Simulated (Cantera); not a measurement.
Input (Python, Cantera):

```python
import numpy as np
import cantera as ct

gas = ct.Solution("gri30.yaml")
gas.TPX = 1250, 13332, {'CO': 0.012, 'O2': 0.02, 'H2O': 0.016, 'N2': 1}
reactor = ct.IdealGasConstPressureReactor(gas, energy="off", clone=False)
net = ct.ReactorNet([reactor])
net.rtol, net.atol = 1e-08, 1e-18
show = ['CO', 'O2', 'H2O', 'NO', 'H2O2', 'CO2']
times = np.geomspace(0.001, 1, 10)

steps = ct.SolutionArray(gas, extra=["t"])
rows = []
print(f"{'t/s':>10s}{'T/K':>9s}{'P/Pa':>11s}" + "".join(f"{s:>11s}" for s in show))
for t in times:
    while net.time < t:
        t_next = net.step()
        steps.append(gas.state, t=t_next)
    rows.append([np.interp(t, steps.t, y) for y in (steps.T, steps.P, *steps(*show).X.T)])
    print(f"{t:10.3e}{rows[-1][0]:9.1f}{rows[-1][1]:11.4g}" + "".join(f"{x:11.3e}" for x in rows[-1][2:]))
rate = np.gradient(steps.T, steps.t)
print("integrator steps:", len(steps.t))
if steps.T.max() > steps.T[0] + 200:
    print(f"time of steepest temperature rise: {steps.t[rate.argmax()]:.4e} s")
gas.TPX = 1250, 13332, {'CO': 0.012, 'O2': 0.02, 'H2O': 0.016, 'N2': 1}
gas.equilibrate("TP")
print(f"equilibrium (TP): T = {gas.T:.1f} K  " + "  ".join(f"{s} {gas[s].X[0]:.3e}" for s in show))
```

It prints:

```
       t/s      T/K       P/Pa         CO         O2        H2O         NO       H2O2        CO2
 1.000e-03   1250.0  1.333e+04  1.145e-02  1.908e-02  1.527e-02  2.374e-17  2.258e-14  4.516e-09
 2.154e-03   1250.0  1.333e+04  1.145e-02  1.908e-02  1.527e-02  1.559e-16  1.382e-13  2.207e-08
 4.642e-03   1250.0  1.333e+04  1.145e-02  1.908e-02  1.527e-02  3.270e-15  2.994e-12  4.204e-07
 1.000e-02   1250.0  1.333e+04  1.128e-02  1.896e-02  1.522e-02  2.650e-11  4.459e-09  1.696e-04
 2.154e-02   1250.0  1.333e+04  3.443e-03  1.508e-02  1.356e-02  3.367e-07  7.145e-08  8.025e-03
 4.642e-02   1250.0  1.333e+04  5.140e-04  1.362e-02  1.471e-02  9.857e-07  6.942e-08  1.099e-02
 1.000e-01   1250.0  1.333e+04  1.091e-04  1.345e-02  1.522e-02  1.048e-06  3.460e-08  1.141e-02
 2.154e-01   1250.0  1.333e+04  2.229e-05  1.343e-02  1.532e-02  1.053e-06  1.112e-08  1.149e-02
 4.642e-01   1250.0  1.333e+04  4.736e-06  1.343e-02  1.534e-02  1.054e-06  3.265e-09  1.151e-02
 1.000e+00   1250.0  1.333e+04  1.115e-06  1.343e-02  1.535e-02  1.054e-06  1.013e-09  1.152e-02
integrator steps: 1309
equilibrium (TP): T = 1250.0 K  CO 1.481e-08  O2 1.340e-02  H2O 1.535e-02  NO 7.907e-05  H2O2 2.390e-11  CO2 1.152e-02
```

Model: GRI-Mech 3.0 (53 species, 325 reactions), integrated in Cantera.
